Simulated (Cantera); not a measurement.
**Ignition delay**

Mixture: H2 : O2 : N2 = 1 : 0.417 : 1.25 (molar parts), equivalence ratio 1.2, at 67000 Pa, adiabatic and at constant pressure. Ignition delay is the time to a rise of 400 K.

Model: GRI-Mech 3.0 (53 species, 325 reactions), integrated in Cantera. Where the delays flatten at high temperature, the 400 K rule measures the pace of heat release, not the induction time.

```tsv
T0 (K)	delay (ms)
998	0.302
1048	0.172
1098	0.115
1148	0.0828
1198	0.0631
1248	0.0501
1298	0.0412
```
